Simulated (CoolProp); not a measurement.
Vapour-liquid equilibrium of R134a (1) + R245fa (2) at 339.4 K; x and y are mole fractions of (1).

Values from CoolProp's multi-fluid Helmholtz-energy mixture model, Tillner-Roth 1994 and Akasaka 2015; pair parameters Akasaka 2014.

```csv
x,bubble pressure (kPa),y at the bubble point,dew pressure at overall composition x (kPa),liquid density (mol/L)
0.05,611.7,0.130,572.7,9.149
0.125,703.8,0.285,609.2,9.250
0.2,796.8,0.406,650.4,9.346
0.275,891.0,0.505,697.3,9.437
0.35,986.8,0.587,751.0,9.524
0.425,1084,0.657,813.2,9.605
0.5,1184,0.718,885.8,9.680
0.575,1287,0.772,971.5,9.750
0.65,1393,0.820,1074,9.813
0.725,1502,0.864,1197,9.868
0.8,1616,0.904,1347,9.915
0.875,1734,0.942,1533,9.952
0.95,1858,0.977,1762,9.976
```

No azeotrope shows between x = 0.05 and 0.95.

Pair parameters are fitted to limited data, so mixtures are less certain than the pure fluids.
